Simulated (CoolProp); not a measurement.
Vapour-liquid equilibrium of dimethyl carbonate (1) + n-heptane (2) at 364.6 K; x and y are mole fractions of (1).

The numbers come from the multi-fluid Helmholtz-energy mixture model, Zhou 2011 and Span 2003; pair parameters Bell 2016 in CoolProp.

Problem. Give the bubble pressure and the first vapour's composition at x = 0.05, 0.2, 0.575. Is there an azeotrope?

Solution. x = 0.05: 0.09508 MPa, y = 0.170; x = 0.2: 0.1195 MPa, y = 0.415; x = 0.575: 0.1354 MPa, y = 0.600. y crosses x between x = 0.575 and 0.65: the model has an azeotrope there.

The pair parameters rest on a limited set of measurements; away from them the model extrapolates.
